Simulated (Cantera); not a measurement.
Feed: 1 mol Si3N4, 0.036 mol CO2, 55 mol H2, at 11.0 mbar.

These are equilibrium values from Cantera (NASA tables, ideal gas, pure condensed phases), not measurements of a reactor. Candidate condensed phases: C, C6H6, C7H8, C8H18, H2O, Si, SiC, SiO2, Si2N2O, Si3N4; 151 gas species. Mutual solubility and eutectic melting of coexisting phases are not modelled. Gases not in the tables: Si2H6 and higher silanes. Rates play no part.

Problem. Which condensed phases are stable at each of these points (T (°C)): 1350, 1400, 1450, 1500, 1550, 1600, 1650, 1700, 1750?

Solution. 
```csv
T (°C),condensed phases,Si condensed (%)
1350,Si(s) + SiC(s),97.6
1400,Si(s) + SiC(s),97.6
1450,Si(l) + SiC(s),97.5
1500,Si(l) + SiC(s),97.3
1550,Si(l) + SiC(s),96.9
1600,Si(l) + SiC(s),96.0
1650,Si(l) + SiC(s),94.5
1700,Si(l) + SiC(s),91.5
1750,Si(l),86.3
```

From 1350 °C to 1400 °C the condensed part is Si(s) + SiC(s). From 1450 °C to 1700 °C the condensed part is Si(l) + SiC(s). At 1750 °C the condensed part is Si(l).
